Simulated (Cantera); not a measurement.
Input: 1 mol n-butane, 0.62 mol NH3, 1.6 mol H2, equilibrated at 1100 K and 22.0 Pa.

Equilibrium computed with Cantera from the NASA thermochemical tables; the gas is ideal and each condensed phase is pure. Candidate condensed phases: C, C6H6, C7H8, C8H18; 92 gas species. Kinetics and transport are ignored.

Base state: H2 0.960, N2 0.0395 (mole fractions); condensed: C(graphite).

Question: What changes in the equilibrium state with this change: NH3 from 0.62 to 0.45 mol?

Answer: 
```tsv
species	before	after
H2	0.960	0.970
N2	0.0395	0.0300
C(graphite), mol	4.00	4.00
```
